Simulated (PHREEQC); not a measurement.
PHREEQC input (ion-association model, phreeqc.dat):

```
SOLUTION_SPECIES
  CO3-2 + 10 H+ + 8 e- = CH4 + 3 H2O  # shut off: no methane
    -log_k -100
    -delta_h 0
    -analytic -100
SOLUTION 1
  temp 25
  units mol/kgw
  pH 7 charge
  C(4) 0.017
  K 0.034
  Na 0.082
END
SELECTED_OUTPUT 1
  -reset false
  -pH true
  -pe true
  -ionic_strength true
  -water true
  -totals C K Na C(-4) C(4) Mtg
  -molalities H+ Na+ K+ CO3-2 OH- HCO3- CO2 (CO2)2 NaOH NaCO3-
    NaHCO3
USER_PUNCH 1
  -headings p_Mtg(g) phi_Mtg(g) p_H2O(g) phi_H2O(g) density
  10 PUNCH PR_P("Mtg(g)"), PR_PHI("Mtg(g)"), PR_P("H2O(g)"), PR_PHI("H2O(g)"), RHO
PRINT
  -reset false
USE solution 1
REACTION_TEMPERATURE 1
  10
GAS_PHASE 1
  -fixed_pressure
  -pressure 30
  -temperature 10
  -volume 20
  Mtg(g) 30
  H2O(g) 0
END
# ... the last block is repeated for the other 8 points of T (°C)
```

Selected output (columns that matter, 9 of 9 rows; T (°C) added in front):

```
T (°C)	pH	mu	C	K	Na	Mtg	m_H+	m_Na+	m_K+	p_Mtg(g)	phi_Mtg(g)	p_H2O(g)	phi_H2O(g)	density
10	13.309	0.1264	0.017004	0.034008	0.082019	0.060426	5.9835e-14	0.078707	0.034008	29.986	0.92446	0.014106	0.8867	1.006
20	12.943	0.12324	0.017007	0.034014	0.082035	0.046181	1.3943e-13	0.077134	0.034014	29.974	0.9324	0.026379	0.89673	1.0046
30	12.611	0.11966	0.017012	0.034025	0.08206	0.037728	2.9949e-13	0.075353	0.034025	29.953	0.93944	0.04717	0.90548	1.002
40	12.311	0.11602	0.01702	0.034041	0.082099	0.032547	5.9858e-13	0.073545	0.034041	29.919	0.9457	0.081007	0.91306	0.99854
50	12.039	0.11266	0.017033	0.034065	0.082158	0.029348	1.1222e-12	0.071882	0.034065	29.866	0.95129	0.13412	0.91952	0.99436
60	11.792	0.10981	0.017051	0.034102	0.082245	0.027429	1.9871e-12	0.070477	0.034102	29.785	0.9563	0.2148	0.9249	0.98953
70	11.568	0.10755	0.017077	0.034153	0.08237	0.026382	3.3419e-12	0.069378	0.034153	29.666	0.9608	0.33378	0.92921	0.98413
80	11.364	0.10588	0.017113	0.034226	0.082545	0.025957	5.3637e-12	0.068582	0.034226	29.495	0.96486	0.50457	0.93242	0.9782
90	11.179	0.10474	0.017163	0.034326	0.082787	0.025988	8.2471e-12	0.068064	0.034326	29.256	0.96856	0.7438	0.93452	0.97178
```

Species that the database lacks are ignored. Constants without temperature data keep their 25 °C values here.
